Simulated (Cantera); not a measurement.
Feed: 1 mol Al2O3, 2.1 mol HCl, 5.4 mol O2, held at 3.90e-5 bar.

Equilibrium computed with Cantera from the NASA thermochemical tables; the gas is ideal and each condensed phase is pure. Candidate condensed phases: Al, AlCl3, Al2O3, H2O; 29 gas species. Kinetics and transport are ignored.

Q: At 1498 K, list the 4 most abundant gas species with their mole fractions, and the condensed phases.

A: O2 0.678, HCl 0.177, Cl 0.0955, H2O 0.0474. Condensed: Al2O3(s).
